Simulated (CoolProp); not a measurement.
A single-stage vapour-compression cycle with the fluid: evaporating at 241.15 K (dew point), condensing at 265.15 K (bubble point), superheat 2 K, subcooling 8 K, compressor efficiency 0.85, no pressure losses. The same conditions are run with several fluids, on thermodynamics alone (safety and materials aside).

Computed with CoolProp (reference Helmholtz-energy equation of state of each fluid (R1336mzz(E): Akasaka 2023; R13: Platzer 1990; propane: Lemmon 2009; R21: Platzer 1990; n-perfluorobutane: Gao 2022; dimethyl ether: Wu 2011)). The equations of Platzer and Polt are older, rougher fits.

| fluid | cooling COP | pressure ratio | discharge temperature (K) | refrigerating effect (kJ/kg) | volumetric capacity (kJ/m³) |
|---|---|---|---|---|---|
| R1336mzz(E) | ? | ? | 269.1 | 155 | 182 |
| R13 | 7.61 | 2.03 | 276.9 | 104 | 5090 |
| propane | 8.18 | 2.38 | 278.0 | 380 | 1350 |
| R21 | 8.18 | 3.32 | ? | 245 | 190 |
| n-perfluorobutane | 8.10 | 3.14 | 265.1 | 91.4 | 275 |
| dimethyl ether | 8.21 | 2.73 | 285.6 | 440 | 756 |

What belongs in the gaps?


- R1336mzz(E), cooling COP: 8.25
- R1336mzz(E), pressure ratio: 3.55
- R21, discharge temperature (K): 297.2

The compression ends wet for: n-perfluorobutane.
